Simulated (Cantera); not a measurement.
An isothermal, constant-pressure homogeneous reactor starts with CH₄ : N₂ = 1 : 1.5 (molar parts), at 1448 K and 66.8 Torr. Integrator tolerance rtol = 1e-08.

Model: GRI-Mech 3.0 (53 species, 325 reactions), integrated in Cantera. GRI-Mech 3.0 stops at C3 and has no aromatics, soot or wall deposition, so with more carbon than oxygen in the feed, carbon stays in small species such as C2H2 where larger ones or solid carbon would form.

Question: What does this change do: temperature 1448 to 1375 K?

Answer: 
```json
[
 {"quantity": "x(CH₄) at 3.00 s", "before": "0.274 (gas-phase equilibrium 0.0110)", "after": "0.375 (gas-phase equilibrium 0.0248)"},
 {"quantity": "x(C₂H₆) at 3.00 s", "before": "0.000138 (gas-phase equilibrium 7.98e-7)", "after": "0.000263 (gas-phase equilibrium 3.06e-6)"},
 {"quantity": "x(CH₃) at 3.00 s", "before": "0.000160 (gas-phase equilibrium 1.07e-5)", "after": "9.11e-5 (gas-phase equilibrium 9.05e-6)"},
 {"quantity": "x(H₂) at 3.00 s", "before": "0.134 (gas-phase equilibrium 0.416)", "after": "0.0250 (gas-phase equilibrium 0.400)"},
 {"quantity": "x(C₂H) at 3.00 s", "before": "1.71e-9 (gas-phase equilibrium 6.03e-9)", "after": "6.80e-11 (gas-phase equilibrium 1.32e-9)"}
]
```
